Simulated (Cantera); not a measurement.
Charge: 1 mol SiHCl3, 0.26 mol C2H2, 6.7 mol H2, equilibrated at 900 K.

Method: chemical equilibrium by Gibbs-energy minimisation in Cantera with the NASA 1993 tables (ideal gas, pure condensed phases). Candidate condensed phases: C, C6H6, C7H8, C8H18, Si, SiC; 109 gas species. Rates play no part.

### Question
Which condensed phases are stable at each of these points (P (Pa)): 100, 240, 560, 1300, 3200, 7500, 18000, 42000, 100000?

### Answer
```tsv
P (Pa)	condensed phases	Si condensed (%)
100	SiC(s)	52.0
240	SiC(s)	51.8
560	C(graphite) + SiC(s)	50.7
1300	C(graphite) + SiC(s)	46.2
3200	C(graphite) + SiC(s)	42.1
7500	SiC(s)	38.6
18000	SiC(s)	34.1
42000	SiC(s)	30.6
100000	SiC(s)	27.7
```

From 0.750 Torr to 1.80 Torr the condensed part is SiC(s). From 4.20 Torr to 24.0 Torr the condensed part is C(graphite) + SiC(s). From 56.3 Torr to 750 Torr the condensed part is SiC(s).
